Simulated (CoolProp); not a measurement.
Vapour-liquid equilibrium of isopentane (1) + R365MFC (2) at 367.7 K; x and y are mole fractions of (1).

Model: multi-fluid Helmholtz-energy mixture model, Lemmon 2006 and Lemmon 2016; pair parameters Bell 2016, in CoolProp.

Question: Give the bubble pressure and the first vapour's composition at x = 0.05, 0.5, 0.875. Is there an azeotrope?

Answer: x = 0.05: 0.5669 MPa, y = 0.123; x = 0.5: 0.7731 MPa, y = 0.556; x = 0.875: 0.7315 MPa, y = 0.801. y crosses x between x = 0.575 and 0.65: the model has an azeotrope there.

Pair parameters are fitted to limited data, so mixtures are less certain than the pure fluids.
